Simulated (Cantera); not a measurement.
Charge: 1 mol Zr, 0.2 mol O₂, 17 mol H₂, 6.8 mol H₂O, equilibrated at 1298.15 K and 1.00 mbar.

Method: chemical equilibrium by Gibbs-energy minimisation in Cantera with the NASA 1993 tables (ideal gas, pure condensed phases). Candidate condensed phases: H₂O, Zr, ZrO₂; 12 gas species. Rates play no part.

**Question.** What is the equilibrium state?

**Answer.** 
```
Property                             Result
--------------------------------  ---------
x(H₂)                                 0.781
x(H₂O)                                0.218
x(H)                                3.00e-5
n(ZrO₂(monoclinic))                1.00 mol
gas amount                        23.80 mol
log10 activity of Zr(β) (absent)     -19.07
```
